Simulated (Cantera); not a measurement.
Input (Python, Cantera):

```python
import numpy as np
import cantera as ct

gas = ct.Solution("gri30.yaml")
gas.TPX = 1323, 101325, {'N2O': 1, 'O2': 2.6}
reactor = ct.IdealGasConstPressureReactor(gas, energy="off", clone=False)
net = ct.ReactorNet([reactor])
net.rtol, net.atol = 1e-08, 1e-18
show = ['N2O', 'O2', 'N2', 'NO2', 'NO']
times = np.geomspace(9e-06, 7, 11)

steps = ct.SolutionArray(gas, extra=["t"])
rows = []
print(f"{'t/s':>10s}{'T/K':>9s}{'P/Pa':>11s}" + "".join(f"{s:>11s}" for s in show))
for t in times:
    while net.time < t:
        t_next = net.step()
        steps.append(gas.state, t=t_next)
    rows.append([np.interp(t, steps.t, y) for y in (steps.T, steps.P, *steps(*show).X.T)])
    print(f"{t:10.3e}{rows[-1][0]:9.1f}{rows[-1][1]:11.4g}" + "".join(f"{x:11.3e}" for x in rows[-1][2:]))
rate = np.gradient(steps.T, steps.t)
print("integrator steps:", len(steps.t))
if steps.T.max() > steps.T[0] + 200:
    print(f"time of steepest temperature rise: {steps.t[rate.argmax()]:.4e} s")
gas.TPX = 1323, 101325, {'N2O': 1, 'O2': 2.6}
gas.equilibrate("TP")
print(f"equilibrium (TP): T = {gas.T:.1f} K  " + "  ".join(f"{s} {gas[s].X[0]:.3e}" for s in show))
```

It prints:

```
       t/s      T/K       P/Pa        N2O         O2         N2        NO2         NO
 9.000e-06   1323.0  1.013e+05  2.778e-01  7.222e-01  7.421e-06  2.278e-12  5.010e-07
 3.494e-05   1323.0  1.013e+05  2.777e-01  7.222e-01  3.614e-05  1.891e-10  4.723e-06
 1.356e-04   1323.0  1.013e+05  2.776e-01  7.222e-01  1.610e-04  5.682e-09  2.619e-05
 5.266e-04   1323.0  1.013e+05  2.770e-01  7.223e-01  6.477e-04  9.632e-08  1.104e-04
 2.044e-03   1323.0  1.013e+05  2.747e-01  7.224e-01  2.525e-03  1.254e-06  4.340e-04
 7.937e-03   1323.0  1.013e+05  2.659e-01  7.228e-01  9.626e-03  1.069e-05  1.649e-03
 3.081e-02   1323.0  1.013e+05  2.351e-01  7.245e-01  3.457e-02  5.046e-05  5.837e-03
 1.196e-01   1323.0  1.013e+05  1.515e-01  7.293e-01  1.025e-01  1.537e-04  1.651e-02
 4.644e-01   1323.0  1.013e+05  3.967e-02  7.373e-01  1.952e-01  2.751e-04  2.762e-02
 1.803e+00   1323.0  1.013e+05  1.024e-03  7.412e-01  2.284e-01  4.708e-04  2.887e-02
 7.000e+00   1323.0  1.013e+05  2.510e-07  7.414e-01  2.293e-01  5.368e-04  2.879e-02
integrator steps: 1064
equilibrium (TP): T = 1323.0 K  N2O 1.785e-08  O2 7.558e-01  N2 2.437e-01  NO2 9.156e-06  NO 4.863e-04
```

Computed with Cantera and GRI-Mech 3.0 (53 species, 325 reactions). GRI-Mech 3.0 was tuned for natural gas; its chemistry of N2O as a main component is partial and can be far from experiment. The mechanism lacks the step 2 NO + O2 → 2 NO2, which can matter for NO2 below about 1400 K. The temperature is held fixed by assumption; the heat of reaction is taken as removed at once.
